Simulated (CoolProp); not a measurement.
Model: reference Helmholtz-energy equation of state, de Vries 1995, in CoolProp.

Task: For R124, give the phase and the cp (kJ/(kg K)), cv (kJ/(kg K)), speed of sound (m/s) at 399.7 K and 1.84 bar.

Result: 
- 399.7 K and 1.84 bar: gas; cp 0.870, cv 0.804, speed of sound 160
